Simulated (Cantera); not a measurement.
Charge: 1 mol B₂O₃, 1.3 mol H₂O, 53 mol N₂, at 2400 K and 0.133 bar.

Method: chemical equilibrium by Gibbs-energy minimisation in Cantera with the NASA 1993 tables (ideal gas, pure condensed phases). Candidate condensed phases: B, BN, B₂O₃, B₃O₃H₃, H₂O; 39 gas species. Rates play no part.

Base state: N₂ 0.952, HBO₂ 0.0183, H₂O 0.00888, B₂O₃ 0.00674, H₂ 0.00338, BO₂ 0.00304, H 0.00253, OH 0.00122 (mole fractions); condensed: gas only.

Q: What changes in the equilibrium state with this change: B₂O₃ replaced by BF₃?

A: 
```csv
species,before,after
N₂,0.952,0.939
HF,0,0.0361
BOF,0,0.0170
HBO₂,0.0183,0.000487
F,0,6.85e-5
BF₃,0,1.05e-5
B₂O₃,0.00674,1.78e-5
HBO,0.000123,4.86e-6
BO₂,0.00304,0.000128
```
